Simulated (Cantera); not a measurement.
A perfectly stirred reactor is fed with CH2O : O2 : N2 = 0.021 : 0.0053 : 1 (molar parts), equivalence ratio 4.0, at 9.00 bar; it is held at 1100 K, and followed from long to short residence time.

Cantera simulation using GRI-Mech 3.0 (53 species, 325 reactions); the numbers are that mechanism's predictions, not measurements.

Q: What does this change do: temperature 1100 to 900 K?

A: 
```json
[
 {"quantity": "x(CH2O) at τ = 2.40 s", "before": "8.59e-6", "after": "0.000258"},
 {"quantity": "x(O2) at τ = 2.40 s", "before": "4.15e-5", "after": "0.000212"},
 {"quantity": "x(HO2) at τ = 2.40 s", "before": "1.44e-7", "after": "1.61e-6"},
 {"quantity": "x(CO2) at τ = 2.40 s", "before": "0.00375", "after": "0.00339"},
 {"quantity": "x(CH4) at τ = 2.40 s", "before": "2.09e-6", "after": "2.48e-7"},
 {"quantity": "x(CH2O) at τ = 23.0 ms", "before": "0.000705", "after": "0.00617"},
 {"quantity": "x(O2) at τ = 23.0 ms", "before": "0.00119", "after": "0.000888"},
 {"quantity": "x(HO2) at τ = 23.0 ms", "before": "9.61e-6", "after": "2.52e-5"},
 {"quantity": "x(CO2) at τ = 23.0 ms", "before": "0.00190", "after": "0.000400"},
 {"quantity": "x(CH4) at τ = 23.0 ms", "before": "3.37e-7", "after": "3.01e-8"}
]
```

Q: What does this change do: temperature 1100 to 1148 K?

A: 
```tsv
quantity	before	after
x(CH2O) at τ = 2.40 s	8.59e-6	3.50e-6
x(O2) at τ = 2.40 s	4.15e-5	2.05e-5
x(HO2) at τ = 2.40 s	1.44e-7	6.95e-8
x(CO2) at τ = 2.40 s	0.00375	0.00401
x(CH4) at τ = 2.40 s	2.09e-6	2.55e-6
x(CH2O) at τ = 23.0 ms	0.000705	0.000361
x(O2) at τ = 23.0 ms	0.00119	0.00104
x(HO2) at τ = 23.0 ms	9.61e-6	6.13e-6
x(CO2) at τ = 23.0 ms	0.00190	0.00201
x(CH4) at τ = 23.0 ms	3.37e-7	6.18e-7
```
